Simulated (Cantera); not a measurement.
An adiabatic, constant-pressure homogeneous reactor starts with 3.02 % CH4, 1.09 % CO, 14.3 % O2, 81.6 % N2, at 1750 K and 615 Torr.

Model: GRI-Mech 3.0 (53 species, 325 reactions), integrated in Cantera.

Q: Predict: time of steepest temperature rise; temperature at 0.200 s; equilibrium temperature; x(CO) at 0.200 s; x(O2) at 0.200 s; x(N2O) at 0.200 s.

A: 
```
Property                                                            Result
---------------------------------  ---------------------------------------
time of steepest temperature rise                                 0.218 ms
temperature at 0.200 s                                              2376 K
equilibrium temperature                                             2376 K
x(CO) at 0.200 s                   0.00294 (gas-phase equilibrium 0.00294)
x(O2) at 0.200 s                     0.0713 (gas-phase equilibrium 0.0713)
x(N2O) at 0.200 s                  5.53e-7 (gas-phase equilibrium 5.53e-7)
```
